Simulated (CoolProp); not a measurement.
A Linde-Hampson liquefier for carbon monoxide: isothermal reversible compression at 300 K from 1 atm to 15 MPa, throttling to 1 atm, return gas leaving the recuperator 10 K below the feed. Each further row changes one setting.

The numbers come from the reference Helmholtz-energy equation of state, Lemmon 2006 in CoolProp. It is a short technical equation, of lower accuracy than the large ones.

| case | liquid yield per pass | compression work (kJ/kg of gas) |
|---|---|---|
| as stated | … | 444 |
| high pressure 30 MPa | … | 509 |
| warm-end temperature 330 K | 0.031 | 491 |
| warm-end gap 15 K | … | 444 |

What belongs in the gaps?


- as stated, liquid yield per pass: 0.048
- high pressure 30 MPa, liquid yield per pass: 0.080
- warm-end gap 15 K, liquid yield per pass: 0.036
